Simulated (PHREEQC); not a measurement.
**Leach liquor with copper plating or etch bath: speciation**

Solution A (2 mmol/kgw H2SO4, 1.9 mmol/kgw Al2(SO4)3 and 1.6 mmol/kgw NiSO4) is mixed with solution B (0.00096 mol/kgw Cu(NO3)2) at 20 °C; shares are by mass of water, 1 kg in all. O2 is buffered at 0.21 atm. The system is closed to CO2. Only these solids could form: Al(OH)3(a), Cu(OH)2, Brochantite, Antlerite, Cu2(OH)3NO3, Ni(OH)2, Ni4(OH)6SO4, Basaluminite, Chalcanthite, Morenosite.

The numbers come from PHREEQC with the ion-association model, wateq4f.dat.

| share of solution B | pH | Cu+2 (mol/kgw) | Ni+2 (mol/kgw) | AlSO4+ (mol/kgw) | SO4-2 (mol/kgw) | NiSO4 (mol/kgw) | Al+3 (mol/kgw) |
|---|---|---|---|---|---|---|---|
| 0 | 2.55 | 0 | 0.00122 | 0.00276 | 0.00486 | 0.000379 | 0.000797 |
| 0.05 | 2.57 | 3.61e-5 | 0.00117 | 0.00261 | 0.00466 | 0.000353 | 0.000773 |
| 0.1 | 2.58 | 7.27e-5 | 0.00111 | 0.00247 | 0.00446 | 0.000327 | 0.000749 |
| 0.15 | 2.61 | 0.000110 | 0.00106 | 0.00232 | 0.00425 | 0.000301 | 0.000724 |
| 0.2 | 2.63 | 0.000148 | 0.00100 | 0.00217 | 0.00404 | 0.000276 | 0.000699 |
| 0.25 | 2.65 | 0.000186 | 0.000948 | 0.00203 | 0.00383 | 0.000252 | 0.000673 |
| 0.3 | 2.68 | 0.000225 | 0.000892 | 0.00188 | 0.00361 | 0.000228 | 0.000646 |
| 0.35 | 2.70 | 0.000265 | 0.000835 | 0.00174 | 0.00339 | 0.000205 | 0.000619 |
| 0.4 | 2.73 | 0.000306 | 0.000778 | 0.00159 | 0.00317 | 0.000182 | 0.000591 |
| 0.45 | 2.77 | 0.000348 | 0.000720 | 0.00144 | 0.00295 | 0.000160 | 0.000562 |
| 0.5 | 2.80 | 0.000391 | 0.000661 | 0.00130 | 0.00272 | 0.000139 | 0.000532 |
| 0.55 | 2.84 | 0.000436 | 0.000602 | 0.00115 | 0.00248 | 0.000118 | 0.000501 |
| 0.6 | 2.89 | 0.000481 | 0.000541 | 0.00100 | 0.00224 | 9.87e-5 | 0.000469 |
| 0.65 | 2.94 | 0.000529 | 0.000480 | 0.000858 | 0.00200 | 8.02e-5 | 0.000434 |
| 0.7 | 3.00 | 0.000578 | 0.000417 | 0.000714 | 0.00175 | 6.29e-5 | 0.000397 |
| 0.75 | 3.07 | 0.000630 | 0.000353 | 0.000572 | 0.00150 | 4.70e-5 | 0.000358 |
| 0.8 | 3.16 | 0.000685 | 0.000287 | 0.000432 | 0.00123 | 3.26e-5 | 0.000314 |
| 0.85 | 3.28 | 0.000743 | 0.000220 | 0.000298 | 0.000957 | 2.02e-5 | 0.000263 |
| 0.9 | 3.44 | 0.000806 | 0.000150 | 0.000171 | 0.000669 | 1.01e-5 | 0.000203 |
| 0.95 | 3.73 | 0.000876 | 7.70e-5 | 6.10e-5 | 0.000359 | 2.97e-6 | 0.000125 |
| 1 | 5.33 | 0.000956 | 0 | 0 | 0 | 0 | 0 |
